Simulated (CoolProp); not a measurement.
Computed with CoolProp (reference Helmholtz-energy equation of state, Thol 2019).

### Question
Give the vapour pressure (MPa), vapour density (kg/m³), liquid cp (kJ/(kg K)), surface tension (mN/m) of saturated decamethylcyclopentasiloxane (D5) at 462, 509.5 K.

### Answer
```tsv
T (K)	p (MPa)	vapour density (kg/m³)	liquid cp (kJ/(kg K))	surface tension (mN/m)
462	0.0585	6.02	1.96	6.86
509.5	0.177	17.9	2.05	4.21
```

Surface tension comes from a separate correlation (Mulero 2014), older than this fluid's equation and unchecked against measurements.
